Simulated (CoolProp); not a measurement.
A single-stage vapour-compression cycle with propane: evaporating at 290.15 K (dew point), condensing at 359.15 K (bubble point), superheat 10 K, subcooling 0 K, compressor efficiency 0.8, no pressure losses. Each further row changes one setting.

The numbers come from the reference Helmholtz-energy equation of state, Lemmon 2009 in CoolProp.

```csv
case,cooling COP,pressure ratio,discharge temperature (K),refrigerating effect (kJ/kg),volumetric capacity (kJ/m³)
as stated,1.62,4.53,380.1,148,2330
evaporating temperature 295.15 K,1.85,3.97,379.2,153,2760
condensing temperature 354.15 K,[?],4.13,374.5,169,2670
subcooling 5 K,1.88,4.53,380.1,[?],2710
superheat 20 K,1.72,4.53,388.6,167,[?]
compressor efficiency 0.7,[?],4.53,384.5,148,2330
```

Question: Complete the blanks.

Answer: 
- condensing temperature 354.15 K, cooling COP: 1.97
- subcooling 5 K, refrigerating effect (kJ/kg): 172
- superheat 20 K, volumetric capacity (kJ/m³): 2500
- compressor efficiency 0.7, cooling COP: 1.42
